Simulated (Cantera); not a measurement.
Charge: 1 mol Pb, 0.96 mol H2, 35 mol N2, at 10000 Pa.

Equilibrium computed with Cantera from the NASA thermochemical tables; the gas is ideal and each condensed phase is pure. Candidate condensed phases: Pb; 11 gas species. Kinetics and transport are ignored.

Task: Which condensed phases are stable at each of these points (T (K)): 673, 773, 873, 973, 1073, 1173, 1273, 1373, 1473?

Result: 
```csv
T (K),condensed phases,Pb condensed (%)
673,Pb(l),100.0
773,Pb(l),100.0
873,Pb(l),100.0
973,Pb(l),99.7
1073,Pb(l),97.4
1173,Pb(l),84.8
1273,Pb(l),32.7
1373,gas only,0.0
1473,gas only,0.0
```

From 673 K to 1273 K the condensed part is Pb(l). From 1373 K to 1473 K nothing is condensed.
